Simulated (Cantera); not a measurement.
An isothermal, constant-pressure homogeneous reactor starts with 19.6 % NO, 80.3 % N₂, 0.102 % H₂O, at 2200 K and 10.00 Torr.

Model: GRI-Mech 3.0 (53 species, 325 reactions), integrated in Cantera. Radical loss at walls, strong at low pressure, is not modelled.

### Question
Predict: x(NO) at 5.00 s; x(O) at 5.00 s; x(O₂) at 5.00 s; x(N₂O) at 5.00 s; x(N₂) at 5.00 s; x(NO₂) at 5.00 s.

### Answer
| Property | Result |
|---|---|
| x(NO) at 5.00 s | 0.0247 (gas-phase equilibrium 0.00881) |
| x(O) at 5.00 s | 0.00655 (gas-phase equilibrium 0.00705) |
| x(O₂) at 5.00 s | 0.0818 (gas-phase equilibrium 0.0895) |
| x(N₂O) at 5.00 s | 1.66e-7 (gas-phase equilibrium 6.02e-8) |
| x(N₂) at 5.00 s | 0.885 (gas-phase equilibrium 0.893) |
| x(NO₂) at 5.00 s | 2.31e-6 (gas-phase equilibrium 8.44e-7) |
